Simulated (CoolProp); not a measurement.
Vapour-liquid equilibrium of n-butane (1) + cis-2-butene (2) at 219.7 K; x and y are mole fractions of (1).

Computed with CoolProp (multi-fluid Helmholtz-energy mixture model, Bücker 2006 and Lemmon 2005; pair parameters Bell 2016).

```json
[
 {"x": "0.05", "bubble pressure, mixture model (kPa)": "5.945", "bubble pressure, Raoult's law (kPa)": "5.883", "y, mixture model": "0.074", "y, Raoult's law": "0.065"},
 {"x": "0.15", "bubble pressure, mixture model (kPa)": "…", "bubble pressure, Raoult's law (kPa)": "6.070", "y, mixture model": "0.205", "y, Raoult's law": "0.189"},
 {"x": "0.25", "bubble pressure, mixture model (kPa)": "6.460", "bubble pressure, Raoult's law (kPa)": "6.257", "y, mixture model": "0.319", "y, Raoult's law": "0.306"},
 {"x": "0.35", "bubble pressure, mixture model (kPa)": "6.670", "bubble pressure, Raoult's law (kPa)": "6.444", "y, mixture model": "0.422", "y, Raoult's law": "0.416"},
 {"x": "0.45", "bubble pressure, mixture model (kPa)": "…", "bubble pressure, Raoult's law (kPa)": "6.631", "y, mixture model": "0.519", "y, Raoult's law": "0.520"},
 {"x": "0.55", "bubble pressure, mixture model (kPa)": "7.027", "bubble pressure, Raoult's law (kPa)": "6.818", "y, mixture model": "…", "y, Raoult's law": "0.618"},
 {"x": "0.65", "bubble pressure, mixture model (kPa)": "7.183", "bubble pressure, Raoult's law (kPa)": "7.005", "y, mixture model": "0.700", "y, Raoult's law": "0.711"},
 {"x": "0.75", "bubble pressure, mixture model (kPa)": "7.329", "bubble pressure, Raoult's law (kPa)": "7.192", "y, mixture model": "0.787", "y, Raoult's law": "0.799"},
 {"x": "0.85", "bubble pressure, mixture model (kPa)": "7.466", "bubble pressure, Raoult's law (kPa)": "7.379", "y, mixture model": "0.873", "y, Raoult's law": "0.882"},
 {"x": "0.95", "bubble pressure, mixture model (kPa)": "7.596", "bubble pressure, Raoult's law (kPa)": "7.566", "y, mixture model": "0.958", "y, Raoult's law": "0.962"}
]
```

**Question.** Complete the blanks.

**Answer.** 
- 0.15, bubble pressure, mixture model (kPa): 6.222
- 0.45, bubble pressure, mixture model (kPa): 6.857
- 0.55, y, mixture model: 0.611

The largest gap from Raoult's law is +3.5 % in bubble pressure, at x = 0.35. No azeotrope shows between x = 0.05 and 0.95.

Pair parameters are fitted to limited data, so mixtures are less certain than the pure fluids.
